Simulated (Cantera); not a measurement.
Cantera run:

```python
import numpy as np
import cantera as ct

gas_names = """
    N NO NO2 NO3 N2 N2O O O2 O3 Si SiN SiO SiO2 Si2 Si2N Si3
""".split()
cond_names = """
    Si(cr) Si(L) SiO2(Lqz) SiO2(hqz) SiO2(L) Si2N2O(s) Si3N4(a)
""".split()


# ... load() reads the species with a 1 bar reference pressure and builds the phases ...
atoms = {
    'Si3N4': {'Si': 3, 'N': 4},
    'N2O': {'N': 2, 'O': 1},
    'N2': {'N': 2},
}
top_T = {'Si2N2O(s)': 2100, 'Si3N4(a)': 2400}  # K; cautious upper limits of use, not melting points


# ... equilibrate(T, P, feed) seeds the gas with the atoms and calls Mixture.equilibrate('TP', solver="vcs", rtol=1e-11, max_steps=5000) ...
results = []
feed = {'Si3N4': 1, 'N2O': 2.8, 'N2': 490}  # mol
T = 1448  # K
for P in [0.1, 1.5, 22, 320, 4600, 68000, 1000000]:
    mix = equilibrate(T, P, feed)
    results.append((T, P, feed, dict(zip(mix.species_names, mix.species_moles))))
    x = sorted(zip(gas.X, gas.species_names), reverse=True)
    print(f"T = {T:g} K  P = {P:g} Pa  gas = {mix.phase_moles(0):.4g} mol")
    print("   x: " + "  ".join(f"{s} {v:.3e}" for v, s in x if v > 1e-06))
    print("   condensed (mol): " + ("  ".join(f"{mix.phase(i).name} {mix.phase_moles(i):.4g}"
          for i in range(1, mix.n_phases) if mix.phase_moles(i) > 1e-12) or "none"))
```

Output:

```
T = 1448 K  P = 0.1 Pa  gas = 497.8 mol
   x: N2 9.940e-01  SiO 5.625e-03  Si 4.008e-04
   condensed (mol): none
T = 1448 K  P = 1.5 Pa  gas = 497.7 mol
   x: N2 9.942e-01  SiO 5.626e-03  Si 1.949e-04  Si2N 1.713e-06  SiN 1.217e-06
   condensed (mol): Si(cr) 0.1005
T = 1448 K  P = 22 Pa  gas = 497.2 mol
   x: N2 9.948e-01  SiO 5.229e-03
   condensed (mol): Si2N2O(s) 0.1999
T = 1448 K  P = 320 Pa  gas = 494.5 mol
   x: N2 9.989e-01  SiO 1.113e-03
   condensed (mol): SiO2(hqz) 0.6833  Si2N2O(s) 0.8833
T = 1448 K  P = 4600 Pa  gas = 493.8 mol
   x: N2 1.000e+00  SiO 3.182e-05
   condensed (mol): SiO2(hqz) 0.8614  Si2N2O(s) 1.061
T = 1448 K  P = 68000 Pa  gas = 493.7 mol
   x: N2 1.000e+00
   condensed (mol): SiO2(hqz) 0.8665  Si2N2O(s) 1.067
T = 1448 K  P = 1e+06 Pa  gas = 493.7 mol
   x: N2 1.000e+00
   condensed (mol): SiO2(hqz) 0.8667  Si2N2O(s) 1.067
```

These are equilibrium values from Cantera (NASA tables, ideal gas, pure condensed phases), not measurements of a reactor. Mutual solubility and eutectic melting of coexisting phases are not modelled. The tables hold silica as quartz up to 1696 K and as liquid above; real silica turns to tridymite and cristobalite and melts near 1996 K.
